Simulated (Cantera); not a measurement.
A perfectly stirred reactor is fed with 5.10 % CH₄, 20.0 % O₂, 74.9 % N₂, equivalence ratio 0.51, at 0.290 bar; it is adiabatic with a 375 K inlet, and is followed from long to short residence time, starting on the burning branch (τ in s: 0.025, 0.011, 0.0045, 0.0019, 0.00082, 0.00035, 0.00015, 6.3e-05, 2.7e-05).

Cantera simulation using GRI-Mech 3.0 (53 species, 325 reactions); the numbers are that mechanism's predictions, not measurements.

**Question.** Predict: blow-out, bracketed by the residence times tried; x(CH₄) at τ = 25.0 ms; x(O₂) at τ = 25.0 ms; x(H) at τ = 25.0 ms; x(H₂O) at τ = 25.0 ms; x(HCN) at τ = 25.0 ms; x(CH₄) at τ = 0.820 ms; x(O₂) at τ = 0.820 ms.

**Answer.** 
| Quantity | Value |
|---|---|
| blow-out, bracketed by the residence times tried | burning at 1.90 ms, out at 0.820 ms |
| x(CH₄) at τ = 25.0 ms | 7.13e-5 |
| x(O₂) at τ = 25.0 ms | 0.0981 |
| x(H) at τ = 25.0 ms | 0.000301 |
| x(H₂O) at τ = 25.0 ms | 0.0999 |
| x(HCN) at τ = 25.0 ms | 2.78e-9 |
| x(CH₄) at τ = 0.820 ms | 0.0510 |
| x(O₂) at τ = 0.820 ms | 0.200 |
